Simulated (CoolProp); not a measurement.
Vapour-liquid equilibrium of n-hexane (1) + m-xylene (2) at 303.1 K; x and y are mole fractions of (1).

Model: multi-fluid Helmholtz-energy mixture model, Thol 2019 and Zhou 2012; pair parameters Bell 2016, in CoolProp.

```csv
x,bubble pressure (kPa),y at the bubble point,dew pressure at overall composition x (kPa),liquid density (mol/L)
0.05,[?],0.493,1.553,8.039
0.15,[?],[?],1.724,7.997
0.25,8.891,0.877,1.937,7.951
0.35,11.89,0.920,2.211,7.902
0.45,14.54,[?],2.576,7.849
0.55,16.78,0.958,3.085,7.794
0.65,18.67,0.968,3.849,[?]
0.75,20.35,[?],5.125,7.681
0.85,22.01,0.985,7.695,7.625
0.95,23.84,0.994,15.51,7.571
```

Question: Fill in the missing entries.

Answer: 
- 0.05, bubble pressure (kPa): 2.773
- 0.15, bubble pressure (kPa): 5.740
- 0.15, y at the bubble point: 0.782
- 0.45, y at the bubble point: 0.943
- 0.65, liquid density (mol/L): 7.738
- 0.75, y at the bubble point: 0.976

No azeotrope shows between x = 0.05 and 0.95.

The pair parameters rest on a limited set of measurements; away from them the model extrapolates.
